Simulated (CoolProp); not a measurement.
Vapour-liquid equilibrium of propylene (1) + R152A (2) at 1.43 MPa; x and y are mole fractions of (1).

The numbers come from the multi-fluid Helmholtz-energy mixture model, Lemmon 2013 and Outcalt 1996; pair parameters Bell 2016 in CoolProp.

Q: Give the bubble temperature and the first vapour's composition at x = 0.2, 0.65, 0.95. Is there an azeotrope?

A: x = 0.2: 46.1 °C, y = 0.346; x = 0.65: 34.6 °C, y = 0.717; x = 0.95: 33.4 °C, y = 0.945. y crosses x between x = 0.8 and 0.95: the model has an azeotrope there.

Pair parameters are fitted to limited data, so mixtures are less certain than the pure fluids.
